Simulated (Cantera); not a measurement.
Feed: 1 mol Si₃N₄, 0.38 mol N₂, 0.12 mol C, held at 2.30 mbar.

Equilibrium computed with Cantera from the NASA thermochemical tables; the gas is ideal and each condensed phase is pure. Candidate condensed phases: C, Si, SiC, Si₃N₄; 20 gas species. Mutual solubility and eutectic melting of coexisting phases are not modelled. Rates play no part.

Problem. Which condensed phases are stable at each of these points (T (K)): 1800, 1900, 2000, 2100, 2200, 2300, 2400?

Solution. 
```csv
T (K),condensed phases,Si condensed (%)
1800,Si(l) + SiC(s),99.9
1900,Si(l) + SiC(s),99.5
2000,Si(l) + SiC(s),98.3
2100,Si(l) + SiC(s),94.4
2200,Si(l) + SiC(s),81.8
2300,Si(l),30.8
2400,gas only,0.0
```

From 1800 K to 2200 K the condensed part is Si(l) + SiC(s). At 2300 K the condensed part is Si(l). At 2400 K nothing is condensed.
